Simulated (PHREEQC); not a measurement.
## Leach liquor: an equilibrium model

A solution holds 0.0028 mol H2SO4, 0.01 mol ZnSO4 and 0.00066 mol Fe2(SO4)3 per kg of water, at 20 °C. Closed to the air; pH follows from the charge balance.

The numbers come from PHREEQC with the ion-association model, wateq4f.dat.

The pH comes out as 2.45 and the ionic strength is 0.0337 mol/kgw. The total alkalinity is -8.24 meq/kg.

| species | molality | activity | log γ |
|---|---|---|---|
| SO4-2 | 0.00820 | 0.00423 | -0.287 |
| Zn+2 | 0.00649 | 0.00346 | -0.273 |
| H+ | 0.00409 | 0.00356 | -0.060 |
| ZnSO4 | 0.00328 | 0.00330 | 0.003 |
| HSO4- | 0.00156 | 0.00132 | -0.073 |
| FeSO4+ | 0.00107 | 0.000907 | -0.071 |
| Zn(SO4)2-2 | 0.000232 | 0.000118 | -0.293 |
| Fe(SO4)2- | 9.75e-5 | 8.23e-5 | -0.073 |
| Fe+3 | 7.62e-5 | 2.19e-5 | -0.542 |
| FeOH+2 | 5.67e-5 | 2.94e-5 | -0.286 |

This is a speciation only: nothing precipitates in the calculation. Examples of supersaturated solids here: Hematite (slow to form), Goethite (slow to form). Others may be too.
